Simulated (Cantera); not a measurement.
A closed system holds: 1 mol AlN, 0.1 mol Br2, 0.14 mol N2, equilibrated at 330000 Pa.

Equilibrium computed with Cantera from the NASA thermochemical tables; the gas is ideal and each condensed phase is pure. Candidate condensed phases: Al, AlBr3, AlN, Br2; 10 gas species. Equilibrium is a limit: real reactors are often held back by kinetics, nucleation or transport. All values below are at 1373 K.

Base state: N2 0.722, AlBr3 0.277, Al2Br6 0.000365, Br 8.99e-5 (mole fractions); condensed: AlN(s).

What changes in the equilibrium state with this change: 0.065 mol H2O added?


```tsv
species	before	after
N2	0.722	0.582
AlBr3	0.277	0.173
H2	0	0.153
HBr	0	0.0929
NH3	0	1.41e-5
Al2Br6	0.000365	0.000142
Br	8.99e-5	7.41e-5
AlN(s), mol	0.933	0.900
Al2O3(s), mol	0	0.0217
```
Mutual solubility and eutectic melting of coexisting phases are not modelled. Further candidate phases: Al2O3, H2O.
